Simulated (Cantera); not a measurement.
A Cantera script and its output.

```python
import numpy as np
import cantera as ct

gas = ct.Solution("gri30.yaml")
gas.TPX = 1200, 1333, {'H2': 0.055, 'O2': 1}
reactor = ct.IdealGasConstPressureReactor(gas, energy="off", clone=False)
net = ct.ReactorNet([reactor])
net.rtol, net.atol = 1e-08, 1e-18
show = ['H2', 'O2', 'H', 'HO2', 'O', 'OH', 'H2O']
times = np.geomspace(2e-05, 3, 15)

steps = ct.SolutionArray(gas, extra=["t"])
rows = []
print(f"{'t/s':>10s}{'T/K':>9s}{'P/Pa':>11s}" + "".join(f"{s:>11s}" for s in show))
for t in times:
    while net.time < t:
        t_next = net.step()
        steps.append(gas.state, t=t_next)
    rows.append([np.interp(t, steps.t, y) for y in (steps.T, steps.P, *steps(*show).X.T)])
    print(f"{t:10.3e}{rows[-1][0]:9.1f}{rows[-1][1]:11.4g}" + "".join(f"{x:11.3e}" for x in rows[-1][2:]))
rate = np.gradient(steps.T, steps.t)
print("integrator steps:", len(steps.t))
if steps.T.max() > steps.T[0] + 200:
    print(f"time of steepest temperature rise: {steps.t[rate.argmax()]:.4e} s")
gas.TPX = 1200, 1333, {'H2': 0.055, 'O2': 1}
gas.equilibrate("TP")
print(f"equilibrium (TP): T = {gas.T:.1f} K  " + "  ".join(f"{s} {gas[s].X[0]:.3e}" for s in show))
```

Output:

```
       t/s      T/K       P/Pa         H2         O2          H        HO2          O         OH        H2O
 2.000e-05   1200.0       1333  5.213e-02  9.479e-01  7.497e-10  9.080e-10  1.761e-10  1.672e-10  1.872e-11
 4.685e-05   1200.0       1333  5.213e-02  9.479e-01  1.503e-09  2.128e-09  8.217e-10  7.314e-10  2.008e-10
 1.098e-04   1200.0       1333  5.213e-02  9.479e-01  3.251e-09  4.990e-09  3.650e-09  2.888e-09  1.929e-09
 2.572e-04   1200.0       1333  5.213e-02  9.479e-01  1.124e-08  1.173e-08  1.967e-08  1.369e-08  1.930e-08
 6.024e-04   1200.0       1333  5.213e-02  9.479e-01  1.374e-07  2.834e-08  2.796e-07  1.844e-07  3.908e-07
 1.411e-03   1200.0       1333  5.196e-02  9.477e-01  4.038e-05  3.611e-07  8.305e-05  5.440e-05  1.237e-04
 3.306e-03   1200.0       1333  2.090e-03  9.098e-01  1.009e-02  3.937e-06  3.064e-02  4.630e-03  4.273e-02
 7.746e-03   1200.0       1333  8.336e-04  9.118e-01  7.144e-03  3.520e-06  3.059e-02  3.366e-03  4.626e-02
 1.815e-02   1200.0       1333  6.531e-04  9.201e-01  4.797e-03  3.331e-06  2.334e-02  2.989e-03  4.811e-02
 4.251e-02   1200.0       1333  3.856e-04  9.314e-01  2.091e-03  2.856e-06  1.336e-02  2.305e-03  5.046e-02
 9.960e-02   1200.0       1333  1.476e-04  9.407e-01  4.817e-04  1.964e-06  5.011e-03  1.430e-03  5.225e-02
 2.333e-01   1200.0       1333  3.799e-05  9.448e-01  6.257e-05  9.699e-07  1.284e-03  7.278e-04  5.305e-02
 5.466e-01   1200.0       1333  8.275e-06  9.460e-01  6.406e-06  3.522e-07  2.807e-04  3.414e-04  5.333e-02
 1.281e+00   1200.0       1333  1.874e-06  9.463e-01  6.976e-07  1.097e-07  6.394e-05  1.633e-04  5.344e-02
 3.000e+00   1200.0       1333  4.841e-07  9.464e-01  9.259e-08  3.472e-08  1.663e-05  8.333e-05  5.348e-02
integrator steps: 1493
equilibrium (TP): T = 1200.0 K  H2 6.095e-09  O2 9.465e-01  H 1.343e-10  HO2 1.031e-08  O 2.126e-07  OH 9.420e-06  H2O 5.352e-02
```

Detailed kinetics in Cantera: GRI-Mech 3.0 (53 species, 325 reactions). Radical loss at walls, strong at low pressure, is not modelled. The temperature is held fixed by assumption; the heat of reaction is taken as removed at once.
